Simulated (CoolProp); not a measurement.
Vapour-liquid equilibrium of CHF3 (R23) (1) + R143a (2) at 1.23 MPa; x and y are mole fractions of (1).

Values from CoolProp's multi-fluid Helmholtz-energy mixture model, Penoncello 2003 and Lemmon and Jacobsen 2000; pair parameters Bell 2016.

Give the bubble temperature and the first vapour's composition at x = 0.15, 0.45, 0.85. Is there an azeotrope?

x = 0.15: 13.9 °C, y = 0.308; x = 0.45: -4.1 °C, y = 0.711; x = 0.85: -19.7 °C, y = 0.946. No azeotrope shows between x = 0.05 and 0.95.

Pair parameters are fitted to limited data, so mixtures are less certain than the pure fluids.
